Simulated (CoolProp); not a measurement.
Chlorine at 293.15 K and 0.453 MPa is throttled through a valve to 0.0448 MPa with no heat exchange. Each further row changes one setting.

Computed with CoolProp (reference Helmholtz-energy equation of state, Thol 2021).

```json
[
 {"case": "as stated", "temperature change (K)": "-13.5", "final density (kg/m³)": "1.38"},
 {"case": "outlet pressure 0.0134 MPa", "temperature change (K)": "-14.6", "final density (kg/m³)": "0.411"},
 {"case": "outlet pressure 0.0582 MPa", "temperature change (K)": "-13.0", "final density (kg/m³)": "1.79"}
]
```
